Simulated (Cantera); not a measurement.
Cantera run, input and output.

```python
import numpy as np
import cantera as ct

gas = ct.Solution("gri30.yaml")
gas.TPX = 1225, 1333, {'N2O': 1, 'O2': 0.49}
reactor = ct.IdealGasConstPressureReactor(gas, energy="off", clone=False)
net = ct.ReactorNet([reactor])
net.rtol, net.atol = 1e-08, 1e-18
show = ['N2O', 'O2', 'O', 'NO', 'NO2']
times = np.geomspace(5e-05, 100, 15)

steps = ct.SolutionArray(gas, extra=["t"])
rows = []
print(f"{'t/s':>10s}{'T/K':>9s}{'P/Pa':>11s}" + "".join(f"{s:>11s}" for s in show))
for t in times:
    while net.time < t:
        t_next = net.step()
        steps.append(gas.state, t=t_next)
    rows.append([np.interp(t, steps.t, y) for y in (steps.T, steps.P, *steps(*show).X.T)])
    print(f"{t:10.3e}{rows[-1][0]:9.1f}{rows[-1][1]:11.4g}" + "".join(f"{x:11.3e}" for x in rows[-1][2:]))
rate = np.gradient(steps.T, steps.t)
print("integrator steps:", len(steps.t))
if steps.T.max() > steps.T[0] + 200:
    print(f"time of steepest temperature rise: {steps.t[rate.argmax()]:.4e} s")
gas.TPX = 1225, 1333, {'N2O': 1, 'O2': 0.49}
gas.equilibrate("TP")
print(f"equilibrium (TP): T = {gas.T:.1f} K  " + "  ".join(f"{s} {gas[s].X[0]:.3e}" for s in show))
```

Output:

```
       t/s      T/K       P/Pa        N2O         O2          O         NO        NO2
 5.000e-05   1225.0       1333  6.711e-01  3.289e-01  2.108e-07  2.024e-09  9.203e-18
 1.409e-04   1225.0       1333  6.711e-01  3.289e-01  5.526e-07  1.529e-08  2.133e-16
 3.973e-04   1225.0       1333  6.711e-01  3.289e-01  1.282e-06  1.067e-07  5.036e-15
 1.120e-03   1225.0       1333  6.711e-01  3.289e-01  2.252e-06  6.144e-07  1.067e-13
 3.157e-03   1225.0       1333  6.711e-01  3.289e-01  2.665e-06  2.581e-06  1.596e-12
 8.899e-03   1225.0       1333  6.710e-01  3.289e-01  2.680e-06  8.388e-06  1.638e-11
 2.508e-02   1225.0       1333  6.708e-01  3.289e-01  2.680e-06  2.476e-05  1.414e-10
 7.071e-02   1225.0       1333  6.703e-01  3.290e-01  2.680e-06  7.090e-05  1.135e-09
 1.993e-01   1225.0       1333  6.688e-01  3.293e-01  2.680e-06  2.007e-04  8.551e-09
 5.619e-01   1225.0       1333  6.646e-01  3.302e-01  2.680e-06  5.645e-04  5.753e-08
 1.584e+00   1225.0       1333  6.529e-01  3.327e-01  2.680e-06  1.575e-03  3.063e-07
 4.465e+00   1225.0       1333  6.212e-01  3.392e-01  2.679e-06  4.305e-03  1.162e-06
 1.258e+01   1225.0       1333  5.417e-01  3.558e-01  2.677e-06  1.116e-02  3.443e-06
 3.548e+01   1225.0       1333  3.753e-01  3.904e-01  2.669e-06  2.549e-02  8.609e-06
 1.000e+02   1225.0       1333  1.464e-01  4.381e-01  2.628e-06  4.512e-02  1.669e-05
integrator steps: 645
equilibrium (TP): T = 1225.0 K  N2O 1.853e-09  O2 4.973e-01  O 2.587e-07  NO 2.913e-04  NO2 7.749e-07
```

Cantera simulation using GRI-Mech 3.0 (53 species, 325 reactions); the numbers are that mechanism's predictions, not measurements. GRI-Mech 3.0 was tuned for natural gas; its chemistry of N2O as a main component is partial and can be far from experiment. Radical loss at walls, strong at low pressure, is not modelled. The mechanism lacks the step 2 NO + O2 → 2 NO2, which can matter for NO2 below about 1400 K. The temperature is held fixed by assumption; the heat of reaction is taken as removed at once.
